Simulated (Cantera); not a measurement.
## Gas-phase reforming

An isothermal, constant-pressure homogeneous reactor starts with 25.6 % CH4, 41.0 % H2O, 33.3 % H2, at 2100 K and 290000 Pa.

Model: GRI-Mech 3.0 (53 species, 325 reactions), integrated in Cantera.

```csv
t (s),x CH4,x H2O,x H2,x CO2,x O
0.000600,0.0208,0.282,0.587,0.00275,8.08e-8
0.00180,0.0143,0.225,0.632,0.00497,6.99e-8
0.00542,0.00879,0.159,0.683,0.00557,5.51e-8
0.0163,0.00352,0.112,0.719,0.00486,4.29e-8
0.0490,0.000316,0.0977,0.731,0.00445,3.82e-8
0.147,1.38e-7,0.0972,0.732,0.00444,3.82e-8
0.443,1.24e-7,0.0972,0.732,0.00444,3.82e-8
1.33,1.24e-7,0.0972,0.732,0.00444,3.82e-8
4.00,1.24e-7,0.0972,0.732,0.00444,3.82e-8
```
x: mole fraction; the columns are a selection and need not sum to one.

Equilibrium at this temperature and pressure: CH4 1.46e-7, H2O 0.0972, H2 0.732, CO2 0.00444, O 3.82e-8 (gas phase only).
